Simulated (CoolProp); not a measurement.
1,2-dichloroethane along the isotherm 500 K: density (kg/m³) from the reference equation and from simpler models built on Tc = 561.6 K, pc = 5.226 MPa, ω = 0.269; each cubic takes its own stable root.

Model: reference Helmholtz-energy equation of state, Thol 2015, in CoolProp.

```tsv
p (MPa)	phase	reference
0.0413	gas	0.9871
0.0606	gas	1.451
0.089	gas	2.137
0.131	gas	3.159
0.192	gas	4.658
0.281	gas	6.881
0.413	gas	10.26
0.606	gas	15.38
0.89	gas	23.36
1.31	gas	36.41
1.92	gas	59.23
2.81	liquid	872.3
4.13	liquid	883.2
6.06	liquid	896.9
8.9	liquid	913.9
13.1	liquid	934.6
```

Q: How far does each simpler model (van der Waals, Soave-Redlich-Kwong, Peng-Robinson) lie from the reference over these 16 states: mean and median of the absolute difference, and the worst?

A: 
- van der Waals: mean 16.3 %, median 2.0 %, worst -89.3 % at 500 K and 2.81 MPa
- Soave-Redlich-Kwong: mean 4.8 %, median 0.2 %, worst -17.2 % at 500 K and 2.81 MPa
- Peng-Robinson: mean 1.5 %, median 0.4 %, worst -6.2 % at 500 K and 2.81 MPa

At some of these states van der Waals gives the other phase, because its saturation line lies elsewhere.
